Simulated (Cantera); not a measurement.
## Pyrogenic steam for wet oxidation

An isothermal, constant-pressure homogeneous reactor starts with 23.2 % H2, 17.9 % O2, 58.9 % N2, equivalence ratio 0.65, at 975 K and 75.0 Torr.

Cantera simulation using the H2/O2 subset of GRI-Mech 3.0, which has no nitrogen chemistry; the numbers are that mechanism's predictions, not measurements. Radical loss at walls, strong at low pressure, is not modelled. The temperature is held fixed by assumption; the heat of reaction is taken as removed at once.

```csv
t (s),x H2,x O2,x O,x H2O,x H2O2,x OH,x HO2
3.00e-5,0.232,0.179,3.79e-12,6.54e-12,<1e-12,1.54e-12,4.59e-11
0.000184,0.232,0.179,1.09e-10,7.25e-10,<1e-12,3.58e-11,3.49e-10
0.00113,0.232,0.179,1.19e-5,0.000113,1.33e-8,4.13e-6,7.26e-6
0.00692,0.00157,0.0713,0.000127,0.261,1.44e-6,0.000198,1.22e-5
0.0424,0.000109,0.0707,4.57e-6,0.262,4.76e-7,3.11e-5,2.50e-6
0.260,2.56e-6,0.0707,1.76e-7,0.263,6.20e-8,8.00e-6,9.84e-8
1.60,2.89e-8,0.0707,1.38e-8,0.263,7.81e-9,2.33e-6,4.40e-9
9.78,2.74e-9,0.0707,1.87e-9,0.263,1.23e-9,8.52e-7,6.22e-10
60.0,4.18e-10,0.0707,2.96e-10,0.263,2.08e-10,3.38e-7,1.99e-10
```
x: mole fraction; the columns are a selection and need not sum to one.

Equilibrium at this temperature and pressure: H2 1.28e-10, O2 0.0707, O 6.11e-11, H2O 0.263, H2O2 4.48e-11, OH 1.53e-7, HO2 2.49e-10 (gas phase only).
